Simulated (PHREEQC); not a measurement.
Solution (80 °C): 7.2 mmol/kgw NaOH, 11 mmol/kgw K2SiO3 and 0.85 mmol/kgw K2CO3. Closed to the air; pH follows from the charge balance.

All values are PHREEQC results (ion-association model, wateq4f.dat), not measurements.

```tsv
quantity	before	after
pH	10.77	10.51
H2SiO4-2 (mol/kgw)	0.000895	0.000222
SI of Quartz (SiO2)	-0.33	-0.34
```

Question: Name the change that produced these shifts.
A) K2CO3 left out
B) K2CO3 from 0.00085 to 0.0085 mol/kgw
C) diluted 10-fold with water
D) diluted 2-fold with water
E) 0.0009 mol/kgw KNO3 added

Answer: D, diluted 2-fold with water

This is a speciation only: nothing precipitates in the calculation. Away from 25 °C the constants follow the database's enthalpies or fits; those with neither stay at their 25 °C values.
